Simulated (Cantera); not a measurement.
What does this Cantera script print?

```python
import numpy as np
import cantera as ct

gas_names = """
    C CO CO2 C2 C2O C3 C3O2 C4 C5 O O2 O3 Ti TiO TiO2
""".split()
cond_names = """
    C(gr) Ti(a) Ti(b) Ti(L) TiC(s) TiC(L) TiO(a) TiO(b) TiO(L) TiO2(ru) TiO2(L) Ti2O3(a) Ti2O3(b)
    Ti2O3(L) Ti3O5(a) Ti3O5(b) Ti3O5(L) Ti4O7(s) Ti4O7(L)
""".split()


# ... load() reads the species with a 1 bar reference pressure and builds the phases ...
atoms = {
    'Ti': {'Ti': 1},
    'CO2': {'C': 1, 'O': 2},
    'CO': {'C': 1, 'O': 1},
}
top_T = {'C(gr)': 4500}  # K; cautious upper limits of use, not melting points


# ... equilibrate(T, P, feed) seeds the gas with the atoms and calls Mixture.equilibrate('TP', solver="vcs", rtol=1e-11, max_steps=5000) ...
results = []
T = 975  # K
P = 400000  # Pa
for m in [0.43, 0.73, 1.2, 2.1, 3.5, 5.9, 10, 17, 29]:
    feed = {'Ti': 1, 'CO2': m, 'CO': 14}  # mol
    mix = equilibrate(T, P, feed)
    results.append((T, P, feed, dict(zip(mix.species_names, mix.species_moles))))

top = {s: max(r[3][s] / sum(r[3][g] for g in gas_names) for r in results) for s in gas_names}
cols = sorted((s for s in top if top[s] > 0.0001), key=lambda s: -top[s])[:7]
seen = [c for c in cond_names if any(r[3].get(c, 0) > 1e-12 for r in results)]
print("log10 of partial pressures in bar; condensed amounts in mol")
print(f"{'n(CO2)':>10s}" + "".join(f"{s[:9]:>10s}" for s in cols + seen))
for T, P, feed, n in results:
    ng = sum(n[g] for g in gas_names)
    print(f"{feed['CO2']:10.4g}" + "".join(f"{np.log10(max(n[s] / ng * P / 1e5, 1e-99)):10.3f}" for s in cols)
          + "".join(f"{n.get(c, 0):10.4g}" for c in seen))
```

Output:

```
log10 of partial pressures in bar; condensed amounts in mol
    n(CO2)       CO2        CO     C(gr)  TiO2(ru)
      0.43     0.383     0.200     6.411         1
      0.73     0.383     0.200     6.337         1
       1.2     0.383     0.200      6.22         1
       2.1     0.383     0.200     5.998         1
       3.5     0.383     0.200     5.652         1
       5.9     0.383     0.200     5.059         1
        10     0.383     0.200     4.045         1
        17     0.383     0.200     2.315         1
        29     0.400     0.173         0         1
```

These are equilibrium values from Cantera (NASA tables, ideal gas, pure condensed phases), not measurements of a reactor.
